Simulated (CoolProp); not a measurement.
Hexamethyldisiloxane (MM) along the isobar 0.131 MPa: density (kg/m³) from the reference equation and from simpler models built on Tc = 245.6 °C, pc = 1.931 MPa, ω = 0.418; each cubic takes its own stable root.

The numbers come from the reference Helmholtz-energy equation of state, Thol 2016 in CoolProp.

```csv
T (°C),phase,reference
-56.75,liquid,843.5
-28.25,liquid,814.6
0.25,liquid,785.5
28.75,liquid,755.7
57.25,liquid,725.0
85.75,liquid,692.6
114.25,gas,7.120
142.75,gas,6.510
```

### Question
How far does each simpler model (van der Waals, Redlich-Kwong, Soave-Redlich-Kwong, Peng-Robinson) lie from the reference over these 8 states: mean and median of the absolute difference, and the worst?

### Answer
- van der Waals: mean 52.9 %, median 40.8 %, worst -98.9 % at 85.75 °C and 0.131 MPa
- Redlich-Kwong: mean 20.0 %, median 11.5 %, worst -98.9 % at 85.75 °C and 0.131 MPa
- Soave-Redlich-Kwong: mean 5.9 %, median 6.7 %, worst -9.6 % at -56.75 °C and 0.131 MPa
- Peng-Robinson: mean 3.1 %, median 3.3 %, worst +5.7 % at 85.75 °C and 0.131 MPa

At some of these states van der Waals, Redlich-Kwong gives the other phase, because its saturation line lies elsewhere.
